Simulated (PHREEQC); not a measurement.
PHREEQC input (ion-association model, wateq4f.dat):

```
SOLUTION_MASTER_SPECIES
  An  An-  0  An  62.0  # stands for a non-complexing anion
SOLUTION_SPECIES
  An- = An-
    -log_k 0
    -gamma 3.0 0
PHASES
  Fix_H+
    H+ = H+
    -log_k 0
SOLUTION 1
  temp 25
  units mmol/kgw
  pH 7 charge
  Cl 0.00538
  Pb 0.0021
  S(6) 0.007
  Na 100.014
  Cu(2) 0.00059
  An 100
END
SELECTED_OUTPUT 1
  -reset false
  -pH true
  -pe true
  -ionic_strength true
  -water true
  -totals Cl Cu Na Pb S Cu(1) Cu(2) S(-2) S(6)
  -molalities Hfo_wOH Hfo_wOH2+ Hfo_wO- Hfo_sOH Hfo_sOH2+ Hfo_sO- Hfo_wSO4- Hfo_wOHSO4-2 Hfo_sOPb+ Hfo_wOPb+
    Hfo_sOCu+ Hfo_wOCu+
  -saturation_indices Cu(OH)2 Brochantite Antlerite Atacamite Pb(OH)2 Anglesite Cotunnite Laurionite Larnakite Halite
    Mirabilite Chalcanthite
USER_PUNCH 1
  -headings sigma psi
  10 PUNCH EDL("sigma", "Hfo"), EDL("psi", "Hfo")
PRINT
  -reset false
USE solution 1
SURFACE 1
  Hfo_wOH 2.47191e-05 600 0.011
  Hfo_sOH 6.17978e-07
EQUILIBRIUM_PHASES 1
  Fix_H+ -4 HAn 10
    -force_equality true
  O2(g) -0.68 10
END
# ... the last block is repeated for the other 16 points of pH, with NaOH or the acid as the point needs
```

Selected output (columns that matter, 17 of 17 rows; pH added in front):

```
pH	mu	Cu	Na	Pb	S	si_Cu(OH)2	si_Brochantite	si_Antlerite	si_Atacamite	si_Pb(OH)2	si_Anglesite	si_Cotunnite	si_Larnakite	si_Halite
4	0.10015	5.8945e-07	0.10001	2.0159e-06	4.0052e-06	-7.2702	-23.76	-18.079	-13.985	-6.2778	-4.2367	-12.127	-9.873	-8.0745
4.5	0.10007	5.8704e-07	0.10001	1.7613e-06	4.521e-06	-6.2719	-20.713	-16.031	-12.488	-5.3365	-4.2414	-12.186	-8.9364	-8.0744
5	0.10004	5.7908e-07	0.10001	1.5416e-06	5.2819e-06	-5.278	-17.669	-13.981	-11.001	-4.3946	-4.2316	-12.244	-7.9847	-8.0744
5.5	0.10003	5.3642e-07	0.10001	1.4351e-06	6.0822e-06	-4.3121	-14.744	-12.022	-9.5687	-3.4265	-4.2021	-12.276	-6.9872	-8.0744
6	0.10003	3.5994e-07	0.10001	1.1492e-06	6.638e-06	-3.49	-12.418	-10.518	-8.4246	-2.5258	-4.2634	-12.375	-6.1476	-8.0744
6.5	0.10002	1.2453e-07	0.10001	5.2168e-07	6.8874e-06	-2.9857	-11.384	-9.9886	-7.9159	-1.8773	-4.5988	-12.726	-5.8346	-8.0744
7	0.10002	3.8052e-08	0.10002	1.1895e-07	6.9728e-06	-2.7305	-11.358	-10.218	-7.9056	-1.5454	-5.2615	-13.394	-6.1654	-8.0744
7.5	0.10002	2.6788e-08	0.10002	2.0926e-08	6.9949e-06	-2.5802	-11.756	-10.765	-8.105	-1.3739	-6.0887	-14.223	-6.8211	-8.0744
8	0.10003	3.0891e-08	0.10002	4.1605e-09	6.9992e-06	-2.4682	-12.307	-11.429	-8.381	-1.2538	-6.9683	-15.103	-7.5806	-8.0744
8.5	0.10003	3.828e-08	0.10002	1.1439e-09	6.9999e-06	-2.3684	-12.908	-12.13	-8.6814	-1.1474	-7.8619	-15.996	-8.3678	-8.0744
9	0.10004	4.8701e-08	0.10003	4.6152e-10	7e-06	-2.2628	-13.486	-12.813	-8.9702	-1.0333	-8.7478	-16.882	-9.1396	-8.0743
9.5	0.10007	6.5251e-08	0.10006	2.8874e-10	7e-06	-2.1356	-13.977	-13.431	-9.2158	-0.8925	-9.6071	-17.742	-9.8582	-8.0742
10	0.10016	9.4375e-08	0.10016	3.0761e-10	7e-06	-1.9755	-14.337	-13.951	-9.3956	-0.7077	-10.422	-18.557	-10.489	-8.0739
10.5	0.10044	1.4857e-07	0.10044	5.9863e-10	7e-06	-1.7791	-14.552	-14.363	-9.5029	-0.4611	-11.176	-19.311	-10.996	-8.0729
11	0.10134	2.4809e-07	0.10134	2.523e-09	7e-06	-1.5588	-14.672	-14.703	-9.5627	-0.1305	-11.848	-19.981	-11.336	-8.0696
11.5	0.10419	3.9939e-07	0.10419	2.8103e-08	7e-06	-1.3603	-14.883	-15.113	-9.6668	0.314	-12.408	-20.538	-11.453	-8.0597
12	0.1133	5.2931e-07	0.1133	5.0569e-07	7e-06	-1.2717	-15.545	-15.863	-9.993	0.7276	-13.011	-21.132	-11.641	-8.0296
```

Along this series the solution becomes supersaturated in solids that the run did not let form, among them Pb(OH)2. The database's constant for dissolved Cu(OH)2 is higher than later reviews accept.
